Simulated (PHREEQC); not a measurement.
**Copper plating or etch bath: an equilibrium model**

Consider water at 23 °C with 0.069 mol/kgw Cu(NO3)2, 0.00014 mol/kgw HCl and 9.5e-05 mol/kgw KCl. Closed to the air; pH follows from the charge balance.

Computed with PHREEQC (ion-association model, wateq4f.dat).

No solid was allowed to form.

Predict the pH.

pH 3.92.

In which forms is Cl present?

Cl- 95 %, CuCl+ 5.1 % of the Cl.

Complexes and solids missing from the database can't appear.
